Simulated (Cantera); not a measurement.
Input (Python, Cantera) and output of one run.

```python
import numpy as np
import cantera as ct

gas_names = """
    CL CL2 Fe FeCL FeCL2 FeCL3 Fe2CL4 Fe2CL6 N N2
""".split()
cond_names = """
    Fe(a) Fe(c) Fe(d) Fe(L) FeCL2(s) FeCL2(L) FeCL3(s) FeCL3(L)
""".split()


# ... load() reads the species with a 1 bar reference pressure and builds the phases ...
atoms = {
    'FeCl3': {'Fe': 1, 'CL': 3},
    'N2': {'N': 2},
}
top_T = {}  # K; cautious upper limits of use, not melting points


# ... equilibrate(T, P, feed) seeds the gas with the atoms and calls Mixture.equilibrate('TP', solver="vcs", rtol=1e-11, max_steps=5000) ...
results = []
feed = {'FeCl3': 1, 'N2': 42}  # mol
P = 1100  # Pa
for T in [1200, 1350, 1500, 1650, 1800, 1950, 2100]:
    mix = equilibrate(T, P, feed)
    results.append((T, P, feed, dict(zip(mix.species_names, mix.species_moles))))

top = {s: max(r[3][s] / sum(r[3][g] for g in gas_names) for r in results) for s in gas_names}
cols = sorted((s for s in top if top[s] > 0.001), key=lambda s: -top[s])[:8]
seen = [c for c in cond_names if any(r[3].get(c, 0) > 1e-12 for r in results)]
print("log10 of partial pressures in bar; condensed amounts in mol")
print(f"{'T/K':>10s}" + "".join(f"{s[:9]:>10s}" for s in cols + seen))
for T, P, feed, n in results:
    ng = sum(n[g] for g in gas_names)
    print(f"{T:10.4g}" + "".join(f"{np.log10(max(n[s] / ng * P / 1e5, 1e-99)):10.3f}" for s in cols)
          + "".join(f"{n.get(c, 0):10.4g}" for c in seen))
```

Output:

```
log10 of partial pressures in bar; condensed amounts in mol
       T/K        N2        CL     FeCL2       CL2     FeCL3        Fe
      1200    -1.974    -4.378    -3.702    -4.105    -4.266   -18.357
      1350    -1.976    -3.868    -3.626    -4.297    -4.820   -15.404
      1500    -1.978    -3.659    -3.607    -4.852    -5.504   -12.684
      1650    -1.979    -3.613    -3.603    -5.557    -6.202   -10.220
      1800    -1.979    -3.604    -3.602    -6.208    -6.817    -8.108
      1950    -1.979    -3.601    -3.603    -6.768    -7.345    -6.316
      2100    -1.980    -3.559    -3.628    -7.171    -7.783    -4.881
```

Method: chemical equilibrium by Gibbs-energy minimisation in Cantera with the NASA 1993 tables (ideal gas, pure condensed phases).
